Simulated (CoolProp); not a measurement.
Saturation properties of toluene (Tc = 318.6 °C, pc = 4.126 MPa, ω = 0.266).

Model: reference Helmholtz-energy equation of state, Lemmon 2006, in CoolProp. It is a short technical equation, of lower accuracy than the large ones.

```tsv
T (°C)	p (MPa)	enthalpy of vaporisation (kJ/kg)	surface tension (mN/m)
22.45	0.003326	414.4	28.2
39.55	0.007730	404.3	26.1
56.65	?	394.2	24.1
73.75	0.03118	383.9	22.1
90.85	0.05580	373.4	20.1
108.05	0.09420	362.4	18.2
125.15	0.1505	?	?
142.25	0.2301	338.8	?
159.35	0.3387	325.9	12.7
176.45	?	312.0	10.9
193.55	?	?	9.27
210.65	0.9023	280.2	7.67
227.85	1.195	261.4	?
244.95	1.552	240.1	4.68
262.05	1.984	215.3	3.33
```

What belongs in the gaps?


- 56.65, p (MPa): 0.01621
- 125.15, enthalpy of vaporisation (kJ/kg): 350.9
- 125.15, surface tension (mN/m): 16.3
- 142.25, surface tension (mN/m): 14.5
- 176.45, p (MPa): 0.4824
- 193.55, p (MPa): 0.6678
- 193.55, enthalpy of vaporisation (kJ/kg): 296.8
- 227.85, surface tension (mN/m): 6.13

It boils at 110.6 °C under 1 atm.

Surface tension comes from a separate correlation (Mulero 2012).
